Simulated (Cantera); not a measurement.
Equilibrium for silicon carbide growth: Si(CH3)4 + C3H8 + H2

A closed system holds: 1 mol Si(CH3)4, 0.033 mol C3H8, 120 mol H2, equilibrated at 10.0 Torr.

These are equilibrium values from Cantera (NASA tables, ideal gas, pure condensed phases), not measurements of a reactor. Candidate condensed phases: C, C6H6, C7H8, C8H18, Si, SiC; 87 gas species. Gases not in the tables: Si2H6 and higher silanes. Rates play no part.

From 2025 K to 2225 K the condensed part is C(graphite) + SiC(s). From 2275 K to 2575 K the condensed part is C(graphite). The main Si-bearing gas is Si throughout.

| T (K) | x H2 | x H | x C2H2 (acetylene) | x Si | x SiC2 | x Si2C | x C2H | n C(graphite) | n SiC(s) |
|---|---|---|---|---|---|---|---|---|---|
| 2025 | 0.982 | 0.0165 | 0.000889 | 0.000262 | 1.22e-5 | 7.98e-6 | 3.04e-7 | 2.91 | 0.960 |
| 2075 | 0.975 | 0.0228 | 0.00121 | 0.000547 | 3.17e-5 | 2.03e-5 | 6.76e-7 | 2.86 | 0.915 |
| 2125 | 0.966 | 0.0309 | 0.00162 | 0.00110 | 7.88e-5 | 4.95e-5 | 1.45e-6 | 2.83 | 0.825 |
| 2175 | 0.954 | 0.0413 | 0.00213 | 0.00215 | 0.000188 | 0.000116 | 2.98e-6 | 2.83 | 0.650 |
| 2225 | 0.938 | 0.0543 | 0.00275 | 0.00407 | 0.000429 | 0.000260 | 5.91e-6 | 2.92 | 0.315 |
| 2275 | 0.919 | 0.0705 | 0.00350 | 0.00585 | 0.000740 | 0.000344 | 1.14e-5 | 2.93 | 0 |
| 2325 | 0.898 | 0.0903 | 0.00439 | 0.00590 | 0.000886 | 0.000228 | 2.12e-5 | 2.65 | 0 |
| 2375 | 0.873 | 0.114 | 0.00542 | 0.00584 | 0.00104 | 0.000149 | 3.85e-5 | 2.32 | 0 |
| 2425 | 0.844 | 0.142 | 0.00659 | 0.00572 | 0.00119 | 9.61e-5 | 6.77e-5 | 1.92 | 0 |
| 2475 | 0.809 | 0.175 | 0.00787 | 0.00554 | 0.00134 | 6.18e-5 | 0.000116 | 1.46 | 0 |
| 2525 | 0.770 | 0.213 | 0.00925 | 0.00531 | 0.00148 | 3.96e-5 | 0.000194 | 0.926 | 0 |
| 2575 | 0.726 | 0.256 | 0.0107 | 0.00506 | 0.00162 | 2.53e-5 | 0.000315 | 0.315 | 0 |
x: gas mole fraction; n: condensed amount in mol.
